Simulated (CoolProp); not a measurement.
Vapour-liquid equilibrium of C3F8 (R218) (1) + R134a (2) at 0.0701 MPa; x and y are mole fractions of (1).

Computed with CoolProp (multi-fluid Helmholtz-energy mixture model, Lemmon 2006 and Tillner-Roth 1994; pair parameters Bell 2016).

Question: Give the bubble temperature and the first vapour's composition at x = 0.05, 0.2, 0.95. Is there an azeotrope?

Answer: x = 0.05: -39.2 °C, y = 0.267; x = 0.2: -45.9 °C, y = 0.536; x = 0.95: -46.2 °C, y = 0.885. y crosses x between x = 0.65 and 0.8: the model has an azeotrope there.

The pair parameters rest on a limited set of measurements; away from them the model extrapolates.
